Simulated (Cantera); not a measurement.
Feed: 1 mol SiH4, 0.45 mol C3H8, 28 mol H2, 1.2 mol C2H2, equilibrated at 2152 °C and 1.00 bar.

These are equilibrium values from Cantera (NASA tables, ideal gas, pure condensed phases), not measurements of a reactor. Candidate condensed phases: C, C6H6, C7H8, C8H18, Si, SiC; 87 gas species. Gases not in the tables: Si2H6 and higher silanes. Kinetics and transport are ignored.

Base state: H2 0.973, H 0.0177, C2H2 (acetylene) 0.00760, Si 0.000532, CH4 0.000161, SiH 0.000156, SiH2 0.000150, SiC2 0.000110 (mole fractions); condensed: C(graphite) + SiC(s).

Task: What changes in the equilibrium state with this change: SiH4 replaced by SiCl4?

Result: 
```tsv
species	before	after
H2	0.973	0.860
HCl	0	0.109
H	0.0177	0.0166
SiCl2	0	0.00436
Cl	0	0.00150
SiCl	0	0.000343
C(graphite), mol	2.26	2.48
SiC(s), mol	0.964	0.807
```
The tables' values for SiCl, SiCl3 are old estimates; treat these amounts as uncertain.
